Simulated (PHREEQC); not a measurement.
Solution (25 °C): 0.0075 mol NH3 and 8.6e-05 mol H3BO3 per kg of water. Closed to the air; pH follows from the charge balance.

Model: ion-association model, phreeqc.dat, run in PHREEQC.

Each row changes one thing in this solution. This is a speciation only: nothing precipitates in the calculation.

```csv
case,pH,ionic strength (mol/kgw),NH3 (mol/kgw),NH4+ (mol/kgw),H2BO3- (mol/kgw),H3BO3 (mol/kgw)
as made,10.50,0.000406,0.00709,0.000406,8.16e-5,4.42e-6
H3BO3 from 8.6e-05 to 7.74e-05 mol/kgw,10.50,0.000402,0.00710,0.000402,7.35e-5,3.93e-6
diluted 5-fold with water,10.16,0.000164,0.00134,0.000164,1.54e-5,1.82e-6
0.0035 mol/kgw HF added,9.31,0.00357,0.00393,0.00357,4.81e-5,3.79e-5
0.0041 mol/kgw H3PO4 added,7.64,0.0106,0.000164,0.00734,2.36e-6,8.36e-5
H3BO3 from 8.6e-05 to 0.000129 mol/kgw,10.47,0.000429,0.00707,0.000429,0.000122,6.99e-6
0.00041 mol/kgw H2SO4 added,10.07,0.00142,0.00648,0.00101,7.53e-5,1.07e-5
NH3 from 0.0075 to 0.0015 mol/kgw,10.07,0.000197,0.00130,0.000197,7.51e-5,1.09e-5
0.0032 mol/kgw (NH4)2HPO4 added,9.35,0.00966,0.00743,0.00647,5.07e-5,3.53e-5
```

Real BF4- forms and hydrolyses slowly; the run takes it at equilibrium.
